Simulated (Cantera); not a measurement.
Cantera with NASA thermochemical tables; ideal gases at 1 bar, condensed phases pure. Values are per mole of reaction as written; species without (g) are pure solids or liquids, kept so even where they would boil at 1 bar.

Between 300 and 900 K, where is each reaction favourable under standard conditions?
- NbO2(g) + H2(g) = Nb + 2 OH(g)


- NbO2(g) + H2(g) = Nb + 2 OH(g): ΔG° is 279 kJ at 300 K and 276 kJ at 900 K; it stays positive (K < 1). ΔH° is 282 kJ and ΔS° 7 J/K at 900 K.
